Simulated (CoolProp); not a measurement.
Vapour-liquid equilibrium of R125 (1) + dimethyl ether (2) at 300.7 K; x and y are mole fractions of (1).

The numbers come from the multi-fluid Helmholtz-energy mixture model, Lemmon 2005 and Wu 2011; pair parameters Bell 2016 in CoolProp.

| x | bubble pressure (bar) | y at the bubble point | dew pressure at overall composition x (bar) | liquid density (mol/L) |
|---|---|---|---|---|
| 0.05 | 6.498 | 0.069 | 6.455 | 14.06 |
| 0.15 | 6.841 | 0.206 | 6.692 | 13.64 |
| 0.25 | 7.262 | 0.340 | 6.968 | 13.23 |
| 0.35 | 7.786 | 0.470 | 7.296 | 12.82 |
| 0.45 | 8.440 | 0.592 | 7.696 | 12.41 |
| 0.55 | 9.244 | 0.701 | 8.194 | 11.99 |
| 0.65 | 10.21 | 0.795 | 8.837 | 11.56 |
| 0.75 | 11.35 | 0.873 | 9.705 | 11.11 |
| 0.85 | 12.62 | 0.935 | 10.96 | 10.62 |
| 0.95 | 14.01 | 0.981 | 13.03 | 10.08 |

No azeotrope shows between x = 0.05 and 0.95.

Pair parameters are fitted to limited data, so mixtures are less certain than the pure fluids.
